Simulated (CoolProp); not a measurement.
A single-stage vapour-compression cycle with R113: evaporating at 315.15 K (dew point), condensing at 353.15 K (bubble point), superheat 0 K, subcooling 2 K, compressor efficiency 0.8, no pressure losses. Each further row changes one setting.

Values from CoolProp's reference Helmholtz-energy equation of state, Marx 1992.

```tsv
case	cooling COP	pressure ratio	discharge temperature (K)	refrigerating effect (kJ/kg)	volumetric capacity (kJ/m³)
as stated	…	3.16	353.1	112	695
evaporating temperature 320.15 K	…	2.67	353.1	…	…
condensing temperature 348.15 K	6.75	2.76	348.2	117	725
subcooling 7 K	…	3.16	353.1	117	725
superheat 10 K	5.80	3.16	358.4	119	…
compressor efficiency 0.7	…	3.16	353.1	112	695
```

### Question
What belongs in the gaps?

### Answer

- as stated, cooling COP: 5.71
- evaporating temperature 320.15 K, cooling COP: 6.83
- evaporating temperature 320.15 K, refrigerating effect (kJ/kg): 115
- evaporating temperature 320.15 K, volumetric capacity (kJ/m³): 837
- subcooling 7 K, cooling COP: 5.96
- superheat 10 K, volumetric capacity (kJ/m³): 712
- compressor efficiency 0.7, cooling COP: 4.99

The compression ends wet for: as stated; evaporating temperature 320.15 K; condensing temperature 348.15 K; subcooling 7 K; compressor efficiency 0.7.
